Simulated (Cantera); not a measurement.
Ammonia decomposition in nitride growth gas

An isothermal, constant-pressure homogeneous reactor starts with NH₃ : N₂ = 1 : 4.1 (molar parts), at 2225 K and 0.0267 bar.

Computed with Cantera and the gas-phase N/H chemistry of the illustrative SiF4/NH3 mechanism in the Surface Chemkin manual (1991). Walls and surfaces, which speed up NH3 decomposition in real reactors, are not modelled.

```
t (s)       x NH₃   x N₂     x NH₂    x N₂H₄    x N₂H₂       x N
--------  -------  -----  --------  --------  --------  --------
0.000200    0.196  0.804  0.000196  9.18e-11   2.03e-8  8.36e-10
0.000702    0.195  0.804  0.000678   1.11e-9   3.64e-7   2.64e-8
0.00247     0.193  0.803   0.00182   7.98e-9   3.45e-6   2.65e-7
0.00866     0.181  0.800   0.00181   7.85e-9   4.69e-6   1.57e-6
0.0304      0.146  0.791   0.00127   3.89e-9   3.39e-6   4.29e-6
0.107      0.0723  0.772  0.000686   1.13e-9   1.39e-6   6.09e-6
0.375     0.00927  0.756  0.000154  5.69e-11   1.24e-7   5.53e-6
1.32      1.17e-5  0.751   1.14e-6    <1e-12  3.16e-11   1.52e-6
4.62      7.18e-8  0.747   1.76e-8    <1e-12    <1e-12   1.48e-7
16.2      3.75e-8  0.747   9.65e-9    <1e-12    <1e-12   8.84e-8
57.0      3.75e-8  0.747   9.63e-9    <1e-12    <1e-12   8.82e-8
200       3.75e-8  0.747   9.63e-9    <1e-12    <1e-12   8.82e-8
```
x: mole fraction; the columns are a selection and need not sum to one.

Equilibrium at this temperature and pressure: NH₃ 3.75e-8, N₂ 0.747, NH₂ 9.63e-9, N₂H₄ <1e-12, N₂H₂ <1e-12, N 8.82e-8 (gas phase only).
